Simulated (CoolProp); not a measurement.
Vapour pressure (MPa) of c-C4F8 (RC318): the reference equation beside estimates from Tc = 115.2 °C, pc = 2.778 MPa, ω = 0.355.

Values from CoolProp's reference Helmholtz-energy equation of state, Platzer 1990. This equation is an older, rougher fit; its heat capacities, sound speeds and derivatives of the liquid may be far off and weren't checked against measurements.

```csv
T (°C),reference,Redlich-Kwong,Peng-Robinson
7.85,0.1737,0.3191,0.1729
14.85,0.2229,0.3880,0.2215
21.85,0.2822,0.4668,0.2802
28.85,0.3528,0.5562,0.3502
35.85,0.4360,0.6569,0.4329
42.85,0.5331,0.7695,0.5298
49.85,0.6456,0.8947,0.6423
56.85,0.7749,1.033,0.7721
63.85,0.9227,1.185,0.9209
70.85,1.091,1.352,1.090
77.85,1.280,1.533,1.283
84.85,1.494,1.730,1.499
91.85,1.735,1.943,1.743
98.85,2.004,2.173,2.015
```

Absolute difference from the reference over all 14 rows, mean and median: Redlich-Kwong 39.7 and 35.9 %, Peng-Robinson 0.5 and 0.5 %.
